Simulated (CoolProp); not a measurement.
n-perfluorobutane along the isobar 78.8 bar: fugacity coefficient from the reference equation and from simpler models built on Tc = 113.2 °C, pc = 23.22 bar, ω = 0.372; each cubic takes its own stable root.

Computed with CoolProp (reference Helmholtz-energy equation of state, Gao 2022).

```tsv
T (°C)	phase	reference
55.85	liquid	0.1086
63.35	liquid	0.1271
70.85	liquid	0.1472
78.35	liquid	0.1689
85.85	liquid	0.1920
93.35	liquid	0.2164
100.85	liquid	0.2421
108.35	liquid	0.2687
115.85	supercritical	0.2962
123.35	supercritical	0.3243
130.85	supercritical	0.3529
138.35	supercritical	0.3817
145.85	supercritical	0.4106
153.35	supercritical	0.4394
160.85	supercritical	0.4678
168.35	supercritical	0.4957
```

### Question
How far does each simpler model (van der Waals, Peng-Robinson) lie from the reference over these 16 states: mean and median of the absolute difference, and the worst?

### Answer
- van der Waals: mean 32.1 %, median 21.4 %, worst +101.4 % at 55.85 °C and 78.8 bar
- Peng-Robinson: mean 3.2 %, median 3.0 %, worst -4.1 % at 55.85 °C and 78.8 bar
